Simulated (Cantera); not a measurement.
**Equilibrium for iron carbonyl, mercury and lead vapours: Fe(CO)₅ + CO + H₂**

Charge: 1 mol Fe(CO)₅, 0.11 mol CO, 4.8 mol H₂, at 4650 Torr.

Cantera equilibrium calculation (NASA polynomials, part measured and part estimated; ideal gas, pure solids and liquids). Candidate condensed phases: C, C₆H₆, C₇H₈, C₈H₁₈, Fe, Fe(CO)₅, FeO, Fe(OH)₂, Fe(OH)₃, Fe₂O₃, Fe₃O₄, H₂O; 114 gas species. Iron dissolves carbon and melts from about 1420 K in contact with it, which pure phases cannot show. The tables' stoichiometric FeO is somewhat more stable than real wüstite, so its field is too wide. FeO: taken at fixed stoichiometry. Condensed phases not in the tables: cementite and carbon dissolved in iron. Rates play no part.

```
T (K)  log p CO  log p H₂  log p H₂O  log p CO₂  log p CH₄  log p C₂H₆  log p C₂H₄  log p H  n C(graphite)  n FeO(s)  n Fe(α)  n Fe(γ)
-----  --------  --------  ---------  ---------  ---------  ----------  ----------  -------  -------------  --------  -------  -------
975       -0.01      0.36       0.13      -0.03      -0.19       -4.58       -5.57    -8.76           2.60      1.00        0        0
1025       0.16      0.41      -0.01      -0.14      -0.32       -4.70       -5.36    -8.16           2.30      1.00        0        0
1075       0.28      0.44      -0.17      -0.31      -0.46       -4.84       -5.20    -7.61           1.94      1.00        0        0
1125       0.40      0.42      -0.36      -0.43      -0.69       -5.14       -5.16    -7.14          0.831         0     1.00        0
1175       0.45      0.44      -0.57      -0.67      -0.84       -5.30       -5.06    -6.69          0.493         0     1.00        0
1225       0.48      0.45      -0.78      -0.92      -0.98       -5.46       -4.97    -6.28          0.273         0        0     1.00
1275       0.49      0.46      -0.99      -1.18      -1.12       -5.62       -4.89    -5.90          0.144         0        0     1.00
1325       0.50      0.46      -1.18      -1.42      -1.25       -5.77       -4.83    -5.56         0.0732         0        0     1.00
1375       0.50      0.47      -1.37      -1.65      -1.37       -5.91       -4.77    -5.23         0.0349         0        0     1.00
1425       0.50      0.47      -1.55      -1.87      -1.49       -6.04       -4.72    -4.93         0.0145         0        0     1.00
```
log p: log10 of the partial pressure in bar; n: condensed amount in mol.

From 975 K to 1075 K the condensed part is C(graphite) + FeO(s). From 1125 K to 1175 K the condensed part is C(graphite) + Fe(α). From 1225 K to 1425 K the condensed part is C(graphite) + Fe(γ).
